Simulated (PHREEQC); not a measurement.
NaOH is added in steps, without added water, to 1 kg of water holding 0.99 mol/kgw NaCl and 0.62 mol/kgw Na2SO4, at 10 °C. The system is closed to CO2. The run lets Halite, Mirabilite, Thenardite precipitate or redissolve, and no other solid.

Base run: PHREEQC, Pitzer model, pitzer.dat. Each further column changes one thing. The table gives pH.

| NaOH added (mol) | base | Na2SO4 replaced by NaHSO4 at the same molality |
|---|---|---|
| 0 | 7.37 | [?] |
| 0.09167 | 13.24 | [?] |
| 0.1833 | 13.55 | 0.73 |
| 0.275 | 13.74 | 0.87 |
| 0.3667 | 13.87 | [?] |
| 0.4583 | 13.97 | 1.24 |
| 0.55 | 14.06 | 1.61 |
| 0.6417 | 14.14 | [?] |
| 0.7333 | 14.20 | [?] |
| 0.825 | 14.26 | 13.60 |
| 0.9167 | 14.32 | [?] |
| 1.008 | 14.37 | 13.89 |
| 1.1 | 14.41 | [?] |

Task: Some entries are withheld; supply them.

Result: 
- 0, Na2SO4 replaced by NaHSO4 at the same molality: 0.50
- 0.09167, Na2SO4 replaced by NaHSO4 at the same molality: 0.61
- 0.3667, Na2SO4 replaced by NaHSO4 at the same molality: 1.04
- 0.6417, Na2SO4 replaced by NaHSO4 at the same molality: 12.61
- 0.7333, Na2SO4 replaced by NaHSO4 at the same molality: 13.33
- 0.9167, Na2SO4 replaced by NaHSO4 at the same molality: 13.77
- 1.1, Na2SO4 replaced by NaHSO4 at the same molality: 13.99

In brines, pH and single-ion activities rest on the MacInnes convention. At this temperature some constants are extrapolated from 25 °C, and those without enthalpy data are left unchanged.
